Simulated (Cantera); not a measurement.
Input: 1 mol Ti(OiPr)4, 4.1 mol CH4, held at 1075 °C and 0.430 bar.

Equilibrium computed with Cantera from the NASA thermochemical tables; the gas is ideal and each condensed phase is pure. Candidate condensed phases: C, C6H6, C7H8, C8H18, H2O, Ti, TiC, TiO, TiO2, Ti2O3, Ti3O5, Ti4O7; 113 gas species. The feed counts by its element totals alone. Kinetics and transport are ignored.

Base state: H2 0.903, CO 0.0951, CH4 0.00204, H2O 0.000215, CO2 1.16e-5 (mole fractions); condensed: C(graphite) + Ti3O5(s).

Question: What changes in the equilibrium state with this change: temperature from 1075 °C to 1550 °C?

Answer: 
| species | before | after |
|---|---|---|
| H2 | 0.903 | 0.846 |
| CO | 0.0951 | 0.153 |
| H | 3.35e-6 | 0.000608 |
| CH4 | 0.00204 | 0.000220 |
| C2H2 (acetylene) | 1.09e-6 | 0.000179 |
| CO2 | 1.16e-5 | 6.53e-7 |
| C(graphite), mol | 13.7 | 11.1 |
| Ti3O5(s), mol | 0.333 | 0 |
| TiC(s), mol | 0 | 1.00 |
TiC: taken at fixed stoichiometry.
